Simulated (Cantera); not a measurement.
## Aluminium nitride and oxide growth: Al + O2 + H2

Charge: 1 mol Al, a varied amount of O2, 24 mol H2, held at 952 °C and 10.0 mbar.

These are equilibrium values from Cantera (NASA tables, ideal gas, pure condensed phases), not measurements of a reactor. Candidate condensed phases: Al, Al2O3, H2O; 19 gas species. Rates play no part.

From 2.8 mol O2 to 14 mol O2 the condensed part is Al2O3(s).

```tsv
n(O2) (mol)	x H2O	x H2	x O2	x OH	x H	x O	x HO2	n Al2O3(s)
2.8	0.171	0.829	<1e-12	5.32e-9	2.84e-6	<1e-12	<1e-12	0.500
4.4	0.304	0.696	<1e-12	1.03e-8	2.60e-6	<1e-12	<1e-12	0.500
6.1	0.446	0.554	<1e-12	1.70e-8	2.32e-6	<1e-12	<1e-12	0.500
7.8	0.587	0.412	<1e-12	2.59e-8	2.00e-6	<1e-12	<1e-12	0.500
9.4	0.721	0.279	<1e-12	3.87e-8	1.65e-6	<1e-12	<1e-12	0.500
11	0.854	0.146	1.53e-12	6.34e-8	1.19e-6	<1e-12	<1e-12	0.500
13	0.990	2.06e-6	0.0103	1.95e-5	4.47e-9	4.27e-8	1.83e-9	0.500
14	0.950	9.03e-7	0.0495	2.84e-5	2.96e-9	9.36e-8	5.83e-9	0.500
```
x: gas mole fraction; n: condensed amount in mol.
